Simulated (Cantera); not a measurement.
A closed system holds: 1 mol V₂O₃, 2.9 mol H₂, 13 mol N₂, held at 100 Torr.

Cantera equilibrium calculation (NASA polynomials, part measured and part estimated; ideal gas, pure solids and liquids). Candidate condensed phases: H₂O, V, VN, VO, V₂O₃, V₂O₄, V₂O₅; 28 gas species. Mutual solubility and eutectic melting of coexisting phases are not modelled. VN, VO: taken at fixed stoichiometry. Condensed phases not in the tables: the oxides between V₂O₃ and V₂O₅ other than VO₂, solid solutions among these carbides, nitrides and lower oxides, V₂N. Rates play no part.

log p: log10 of the partial pressure in bar; n: condensed amount in mol.

```csv
T (K),log p N₂,log p H₂,log p H₂O,log p H,log p NH₃,log p VO₂,log p OH,n VN(s),n V₂O₃(s),n VO(s)
1023,-0.96,-1.62,-4.04,-9.19,-6.20,<-12,<-12,0.00730,0.996,0
1073,-0.96,-1.62,-4.01,-8.66,-6.34,<-12,<-12,0.00772,0.996,0
1123,-0.96,-1.62,-3.99,(withheld),(withheld),<-12,(withheld),0.00810,0.996,0
1173,-0.96,-1.62,-3.97,-7.74,-6.57,<-12,-12.26,0.00845,0.996,0
1223,-0.96,-1.62,-3.96,(withheld),(withheld),<-12,(withheld),0.00876,0.996,0
1273,-0.96,-1.62,-3.94,-6.95,-6.76,-12.33,-11.22,0.00905,0.995,0
1323,-0.96,-1.62,-3.93,-6.61,-6.85,-11.58,-10.76,0.00931,0.995,0
1373,-0.96,-1.62,-3.92,-6.29,-6.93,-10.88,-10.34,0.00954,0.995,0
1423,-0.96,-1.62,-3.91,-5.99,-7.01,-10.24,-9.94,0.00975,0.995,0
1473,-0.96,-1.62,-3.90,-5.71,-7.08,-9.64,-9.58,0.00994,0.995,0
1523,-0.96,-1.62,-3.90,-5.44,-7.14,-9.08,-9.24,0.0101,0.995,0
1573,-0.96,-1.62,-3.89,-5.20,-7.21,-8.56,-8.91,0,0.984,0.0310
```

### Question
What belongs in the gaps?

### Answer

- 1223, log p H: -7.33
- 1223, log p NH₃: -6.67
- 1223, log p OH: -11.72
- 1123, log p H: -8.18
- 1123, log p NH₃: -6.46
- 1123, log p OH: -12.84
